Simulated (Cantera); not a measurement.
Input: 1 mol BCl3, 11 mol H2, equilibrated at 1123.15 K and 72.0 mbar.

Equilibrium computed with Cantera from the NASA thermochemical tables; the gas is ideal and each condensed phase is pure. Candidate condensed phases: B; 13 gas species. Gases not in the tables: BHCl2. The numbers say what is thermodynamically allowed, not how fast it happens.

Base state: H2 0.842, HCl 0.114, BCl3 0.0438 (mole fractions); condensed: B(s).

What changes in the equilibrium state with this change: BCl3 replaced by borazine?


| species | before | after |
|---|---|---|
| H2 | 0.842 | 1.00 |
| HCl | 0.114 | 0 |
| BCl3 | 0.0438 | 0 |
| B(s), mol | 0.464 | 0 |
| BN(s), mol | 0 | 3.00 |
The feed counts by its element totals alone. Further candidate phases: BN.

What changes in the equilibrium state with this change: temperature from 1123.15 K to 1498 K?


```json
[
 {"species": "H2", "before": "0.842", "after": "0.782"},
 {"species": "HCl", "before": "0.114", "after": "0.205"},
 {"species": "BCl3", "before": "0.0438", "after": "0.0118"},
 {"species": "BCl", "before": "2.12e-7", "after": "0.000196"},
 {"species": "Cl", "before": "1.75e-8", "after": "1.20e-5"},
 {"species": "H", "before": "1.46e-7", "after": "5.66e-5"},
 {"species": "B(s), mol", "before": "0.464", "after": "0.848"}
]
```
The tables' values for BCl2, BCl are old estimates; treat these amounts as uncertain.
